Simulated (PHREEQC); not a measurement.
Dissolve 0.0047 mol FeCl3, 0.0093 mol MgSO4, 0.0098 mol NaHCO3 and 0.0026 mol NaCl per kg of water at 90 °C. Closed to the air; pH follows from the charge balance.

The numbers come from PHREEQC with the ion-association model, phreeqc.dat.

| Item | Result |
|---|---|
| pH | 4.71 |
| ionic strength | 0.0358 mol/kgw |
| total alkalinity | 0.400 meq/kg |

```
species   molality  activity   log γ
--------  --------  --------  ------
Cl-         0.0167    0.0136  -0.089
Na+         0.0122    0.0100  -0.085
CO2        0.00952   0.00960   0.004
Mg+2       0.00480   0.00230  -0.320
SO4-2      0.00461   0.00212  -0.337
MgSO4      0.00448   0.00452   0.004
Fe(OH)2+   0.00439   0.00364  -0.082
HCO3-     0.000251  0.000208  -0.082
Fe(OH)3   0.000246  0.000248   0.004
NaSO4-    0.000181  0.000150  -0.082
FeOH+2     6.07e-5   2.81e-5  -0.335
HSO4-      2.67e-5   2.18e-5  -0.087
H+         2.27e-5   1.93e-5  -0.070
MgHCO3+    1.27e-5   1.04e-5  -0.088
(CO2)2     7.41e-6   7.47e-6   0.004
NaHCO3     8.61e-7   8.69e-7   0.004
```

This is a speciation only: nothing precipitates in the calculation. Saturation is exceeded, for instance for Hematite (slow to form), Goethite (slow to form); the values hold only as long as no solid forms. Constants without temperature data keep their 25 °C values here.
